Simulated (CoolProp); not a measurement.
The fluid at 293.15 K and 0.004 MPa expands adiabatically to 0.000276 MPa with isentropic efficiency 1. The same conditions are run with several fluids, on thermodynamics alone (safety and materials aside).

Model: reference Helmholtz-energy equation of state of each fluid (ethanol: Schroeder 2014; R125: Lemmon 2005; n-hexane: Thol 2019; R245ca: Zhou 2016; R507A: Lemmon 2003), in CoolProp. Blends and air are pseudo-pure fits.

**Question.** Rank ethanol, R125, n-hexane, R245ca, R507A by work (kJ/kg), highest first.

**Answer.** ethanol (125), n-hexane (69.6), R507A (57.4), R125 (48.0), R245ca (44.1)

| fluid | final temperature (K) | final phase | final density (kg/m³) |
|---|---|---|---|
| ethanol | 250.5 | two-phase, vapour fraction 0.929 | 0.00658 |
| R125 | 226.7 | gas | 0.0176 |
| n-hexane | 247.6 | gas | 0.0116 |
| R245ca | 239.2 | gas | 0.0186 |
| R507A | 219.3 | gas | 0.0150 |
